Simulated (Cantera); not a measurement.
An adiabatic, constant-volume homogeneous reactor starts with H2 : O2 : N2 = 1 : 1.25 : 13.8 (molar parts), at 1350 K and 540 Torr. Integrator tolerance rtol = 1e-08.

Model: the H2/O2 subset of GRI-Mech 3.0, which has no nitrogen chemistry, integrated in Cantera.

Question: What does this change do: initial temperature 1350 to 1775 K?

Answer: 
| quantity | before | after |
|---|---|---|
| time of steepest temperature rise | 82.3 µs | 23.0 µs |
| temperature at 0.100 s | 1910 K | 2282 K |
| equilibrium temperature | 1910 K | 2282 K |
| x(H2) at 0.100 s | 4.18e-5 (gas-phase equilibrium 4.18e-5) | 0.000563 (gas-phase equilibrium 0.000563) |
| x(O2) at 0.100 s | 0.0480 (gas-phase equilibrium 0.0480) | 0.0470 (gas-phase equilibrium 0.0470) |
| x(H) at 0.100 s | 5.60e-6 (gas-phase equilibrium 5.60e-6) | 0.000222 (gas-phase equilibrium 0.000222) |
| x(O) at 0.100 s | 7.20e-5 (gas-phase equilibrium 7.20e-5) | 0.00103 (gas-phase equilibrium 0.00103) |
| x(H2O) at 0.100 s | 0.0639 (gas-phase equilibrium 0.0639) | 0.0616 (gas-phase equilibrium 0.0616) |
| x(H2O2) at 0.100 s | 1.89e-8 (gas-phase equilibrium 1.89e-8) | 5.34e-8 (gas-phase equilibrium 5.34e-8) |
| x(OH) at 0.100 s | 0.000717 (gas-phase equilibrium 0.000717) | 0.00381 (gas-phase equilibrium 0.00381) |

Question: What does this change do: constant pressure in place of constant volume?

Answer: 
| quantity | before | after |
|---|---|---|
| time of steepest temperature rise | 82.3 µs | 82.7 µs |
| temperature at 0.100 s | 1910 K | 1795 K |
| equilibrium temperature | 1910 K | 1795 K |
| x(H2) at 0.100 s | 4.18e-5 (gas-phase equilibrium 4.18e-5) | 1.78e-5 (gas-phase equilibrium 1.78e-5) |
| x(O2) at 0.100 s | 0.0480 (gas-phase equilibrium 0.0480) | 0.0481 (gas-phase equilibrium 0.0481) |
| x(H) at 0.100 s | 5.60e-6 (gas-phase equilibrium 5.60e-6) | 1.72e-6 (gas-phase equilibrium 1.72e-6) |
| x(O) at 0.100 s | 7.20e-5 (gas-phase equilibrium 7.20e-5) | 3.01e-5 (gas-phase equilibrium 3.01e-5) |
| x(H2O) at 0.100 s | 0.0639 (gas-phase equilibrium 0.0639) | 0.0641 (gas-phase equilibrium 0.0641) |
| x(H2O2) at 0.100 s | 1.89e-8 (gas-phase equilibrium 1.89e-8) | 1.04e-8 (gas-phase equilibrium 1.04e-8) |
| x(OH) at 0.100 s | 0.000717 (gas-phase equilibrium 0.000717) | 0.000403 (gas-phase equilibrium 0.000403) |

Question: What does this change do: initial temperature 1350 to 1448 K?

Answer: 
```tsv
quantity	before	after
time of steepest temperature rise	82.3 µs	57.5 µs
temperature at 0.100 s	1910 K	1999 K
equilibrium temperature	1910 K	1999 K
x(H2) at 0.100 s	4.18e-5 (gas-phase equilibrium 4.18e-5)	8.52e-5 (gas-phase equilibrium 8.52e-5)
x(O2) at 0.100 s	0.0480 (gas-phase equilibrium 0.0480)	0.0479 (gas-phase equilibrium 0.0479)
x(H) at 0.100 s	5.60e-6 (gas-phase equilibrium 5.60e-6)	1.53e-5 (gas-phase equilibrium 1.53e-5)
x(O) at 0.100 s	7.20e-5 (gas-phase equilibrium 7.20e-5)	0.000149 (gas-phase equilibrium 0.000149)
x(H2O) at 0.100 s	0.0639 (gas-phase equilibrium 0.0639)	0.0636 (gas-phase equilibrium 0.0636)
x(H2O2) at 0.100 s	1.89e-8 (gas-phase equilibrium 1.89e-8)	2.53e-8 (gas-phase equilibrium 2.53e-8)
x(OH) at 0.100 s	0.000717 (gas-phase equilibrium 0.000717)	0.00113 (gas-phase equilibrium 0.00113)
```
